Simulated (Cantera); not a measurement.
A closed system holds: 1 mol HF, 8.4 mol H₂, at 3500 K and 2.80e7 Pa.

Equilibrium computed with Cantera from the NASA thermochemical tables; the gas is ideal and each condensed phase is pure. The ideal-gas law is rough above about 30 bar. The numbers say what is thermodynamically allowed, not how fast it happens.

Base state: H₂ 0.863, HF 0.105, H 0.0328, F 5.35e-5, H₂F₂ 1.47e-5 (mole fractions); condensed: gas only.

### Question
What changes in the equilibrium state with this change: HF replaced by CO₂?

### Answer
```
species   before    after
-------  -------  -------
H₂         0.863    0.762
CO             0    0.103
H₂O            0    0.101
HF         0.105        0
H         0.0328   0.0308
OH             0  0.00188
CO₂            0  0.00165
F        5.35e-5        0
O              0  4.43e-5
```
Further candidate phases: C, C₆H₆, C₇H₈, C₈H₁₈, H₂O.

### Question
What changes in the equilibrium state with this change: HF replaced by HI?

### Answer
```
species   before     after
-------  -------  --------
H₂         0.863     0.866
I              0    0.0507
HI             0    0.0505
HF         0.105         0
H         0.0328    0.0328
I₂             0  0.000355
F        5.35e-5         0
```
Further candidate phases: I₂.
